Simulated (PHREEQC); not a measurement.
PHREEQC input (ion-association model, wateq4f.dat):

```
SOLUTION_MASTER_SPECIES
  An  An-  0  An  62.0  # stands for a non-complexing anion
SOLUTION_SPECIES
  An- = An-
    -log_k 0
    -gamma 3.0 0
  SO4-2 + 10H+ + 8e- = H2S + 4H2O  # shut off: sulfate is not reduced
    -log_k -100
    -delta_h 0
    -analytic -100
PHASES
  Fix_H+
    H+ = H+
    -log_k 0
SOLUTION 1
  temp 25
  units mmol/kgw
  pH 7 charge
  S(6) 6.2e-05
  Zn 6.2e-05
  Cl 0.0138
  Mn(2) 0.0069
  Na 50
  An 50
END
SELECTED_OUTPUT 1
  -reset false
  -pH true
  -pe true
  -ionic_strength true
  -water true
  -totals Cl Mn Na S Zn Mn(2) Mn(3) Mn(6) Mn(7) S(-2)
    S(6)
  -molalities Hfo_wOH Hfo_wOH2+ Hfo_wO- Hfo_sOH Hfo_sOH2+ Hfo_sO- Hfo_sOMn+ Hfo_wOMn+ Hfo_wSO4- Hfo_wOHSO4-2
    Hfo_sOZn+ Hfo_wOZn+
  -saturation_indices Pyrochroite Zincite(c) Zn4(OH)6SO4 Zn5(OH)8Cl2 Halite Mirabilite Goslarite
USER_PUNCH 1
  -headings sigma psi
  10 PUNCH EDL("sigma", "Hfo"), EDL("psi", "Hfo")
PRINT
  -reset false
USE solution 1
SURFACE 1
  Hfo_wOH 5.61798e-05 600 0.025
  Hfo_sOH 1.40449e-06
EQUILIBRIUM_PHASES 1
  Fix_H+ -4 HAn 10
    -force_equality true
END
# ... the last block is repeated for the other 16 points of pH, with NaOH or the acid as the point needs
```

Selected output (columns that matter, 11 of 17 rows; pH added in front):

```
pH	mu	Mn	Na	S	Zn	si_Pyrochroite	si_Zincite(c)	si_Zn4(OH)6SO4	si_Zn5(OH)8Cl2	si_Halite	si_Mirabilite	si_Goslarite	sigma	psi
4	0.050161	6.9e-06	0.05	2.7581e-09	6.1998e-08	-12.68	-10.665	-43.448	-54.029	-7.9177	-10.609	-14.515	0.29321	0.15967
4.75	0.050058	6.8998e-06	0.05	8.185e-09	6.196e-08	-11.179	-9.1654	-38.474	-48.03	-7.9176	-10.135	-14.04	0.20866	0.14234
5.12	0.050043	6.8992e-06	0.05	1.5774e-08	6.1823e-08	-10.439	-8.4264	-35.972	-45.074	-7.9176	-9.8496	-13.756	0.16739	0.13113
5.88	0.05003	6.8834e-06	0.05	4.47e-08	5.8496e-08	-8.9204	-6.9305	-31.056	-39.115	-7.9176	-9.3971	-13.328	0.097746	0.10409
6.25	0.050027	6.8296e-06	0.05	5.5169e-08	4.9392e-08	-8.1838	-6.2643	-29.04	-36.524	-7.9176	-9.3057	-13.31	0.072168	0.089218
7	0.050022	6.1777e-06	0.05	6.1396e-08	1.5874e-08	-6.7274	-5.2598	-26.476	-33.001	-7.9176	-9.2592	-13.759	0.035107	0.056592
7.75	0.050019	4.8504e-06	0.050003	6.196e-08	5.171e-09	-5.3328	-4.2671	-24.001	-29.538	-7.9175	-9.2551	-14.262	0.011536	0.02192
8.12	0.050019	3.344e-06	0.050008	6.1989e-08	2.2687e-09	-4.7548	-3.9367	-23.419	-28.626	-7.9175	-9.2548	-14.672	0.0029903	0.0058432
8.88	0.050025	4.2284e-07	0.050025	6.1999e-08	6.3752e-10	-4.1369	-3.5867	-23.539	-28.396	-7.9173	-9.2545	-15.842	-0.014423	-0.026985
9.25	0.050038	1.0197e-07	0.05004	6.2e-08	6.1756e-10	-4.0212	-3.4929	-23.904	-28.667	-7.9172	-9.2542	-16.488	-0.025735	-0.04458
10	0.050142	6.0237e-09	0.050146	6.2e-08	9.47e-10	-3.7992	-3.2797	-24.551	-29.101	-7.9164	-9.2529	-17.775	-0.058244	-0.078959
```
